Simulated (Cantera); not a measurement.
A closed system holds: 1 mol SiH4, 0.0081 mol C2H4, 1400 mol H2, held at 56.0 mbar.

Cantera equilibrium calculation (NASA polynomials, part measured and part estimated; ideal gas, pure solids and liquids). Candidate condensed phases: C, C6H6, C7H8, C8H18, Si, SiC; 87 gas species. Gases not in the tables: Si2H6 and higher silanes. Equilibrium is a limit: real reactors are often held back by kinetics, nucleation or transport.

Task: At 1700 °C, list the 4 most abundant gas species with their mole fractions, and the condensed phases.

Result: H2 0.994, H 0.00568, Si 0.000512, SiH 8.74e-5. Condensed: gas only.
